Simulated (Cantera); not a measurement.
Standard-state values (1 bar) from the NASA 1993 polynomials, evaluated with Cantera. Values are per mole of reaction as written; species without (g) are pure solids or liquids, kept so even where they would boil at 1 bar.

2 NF3(g) + 3 PbCl2(g) ⇌ N2(g) + 3 PbF2 + 6 Cl(g)

```
T (K)    ΔH° (kJ)   ΔS° (J/K)    ΔG° (kJ)     log10 K  condensed phases
-----  ----------  ----------  ----------  ----------  ----------------
600    (withheld)  (withheld)  (withheld)  (withheld)           PbF2(s)
750        -447.6       178.1      -581.2       40.48           PbF2(s)
900        -424.1       207.1      -610.5       35.43           PbF2(s)
1050   (withheld)  (withheld)  (withheld)  (withheld)           PbF2(s)
1200   (withheld)  (withheld)  (withheld)  (withheld)           PbF2(l)
1350       -323.3       297.0      -724.2       28.02           PbF2(l)
1500       -300.6       312.9      -770.0       26.81           PbF2(l)
1650   (withheld)  (withheld)  (withheld)  (withheld)           PbF2(l)
1800       -256.0       340.0      -868.1       25.19           PbF2(l)
1950       -234.1       351.7      -920.0       24.64           PbF2(l)
2100       -212.4       362.5      -973.5       24.22           PbF2(l)
```

Question: Fill in the missing entries.

Answer: 
- 600, ΔH° (kJ): -482.7
- 600, ΔS° (J/K): 126.2
- 600, ΔG° (kJ): -558.4
- 600, log10 K: 48.61
- 1050, ΔH° (kJ): -409.8
- 1050, ΔS° (J/K): 221.8
- 1050, ΔG° (kJ): -642.7
- 1050, log10 K: 31.97
- 1200, ΔH° (kJ): -346.4
- 1200, ΔS° (J/K): 278.8
- 1200, ΔG° (kJ): -681.0
- 1200, log10 K: 29.64
- 1650, ΔH° (kJ): -278.2
- 1650, ΔS° (J/K): 327.2
- 1650, ΔG° (kJ): -818.0
- 1650, log10 K: 25.90
